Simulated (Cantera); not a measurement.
## Ignition delay

Mixture: 23.7 % H2, 12.4 % O2, 57.0 % N2, 6.89 % H2O, at 71000 Pa, adiabatic and at constant pressure. Ignition delay is the time to a rise of 400 K.

Computed with Cantera and GRI-Mech 3.0 (53 species, 325 reactions). Where the delays flatten at high temperature, the 400 K rule measures the pace of heat release, not the induction time.

```json
[
 {"T0 (K)": "1223", "delay (ms)": "0.0770"},
 {"T0 (K)": "1298", "delay (ms)": "0.0575"},
 {"T0 (K)": "1373", "delay (ms)": "0.0469"},
 {"T0 (K)": "1448", "delay (ms)": "0.0411"},
 {"T0 (K)": "1523", "delay (ms)": "0.0383"},
 {"T0 (K)": "1598", "delay (ms)": "0.0375"},
 {"T0 (K)": "1673", "delay (ms)": "0.0382"},
 {"T0 (K)": "1748", "delay (ms)": "0.0400"},
 {"T0 (K)": "1823", "delay (ms)": "0.0427"}
]
```
